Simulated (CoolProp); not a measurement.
The numbers come from the reference Helmholtz-energy equation of state, Penoncello 2003 in CoolProp.

Problem. For CHF3 (R23), give the phase and the cp (kJ/(kg K)), conductivity (mW/(m K)) at 251.7 K and 320 kPa; 279 K and 320 kPa; 295.4 K and 320 kPa.

Solution. 
- 251.7 K and 320 kPa: gas; cp 0.722, conductivity 11.5
- 279 K and 320 kPa: gas; cp 0.735, conductivity 12.9
- 295.4 K and 320 kPa: gas; cp 0.751, conductivity 13.8

Thermal conductivity comes from a separate model (Shan 2000).
